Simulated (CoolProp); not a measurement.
Vapour-liquid equilibrium of ethylene (1) + isobutane (2) at 0.507 bar; x and y are mole fractions of (1).

Values from CoolProp's multi-fluid Helmholtz-energy mixture model, Smukala 2000 and Bücker 2006; pair parameters Bell 2016.

Give the bubble temperature and the first vapour's composition at x = 0.15, 0.35, 0.45. Is there an azeotrope?

x = 0.15: 196.0 K, y = 0.951; x = 0.35: 177.5 K, y = 0.992; x = 0.45: 172.4 K, y = 0.996. No azeotrope shows between x = 0.05 and 0.95.

Pair parameters are fitted to limited data, so mixtures are less certain than the pure fluids.
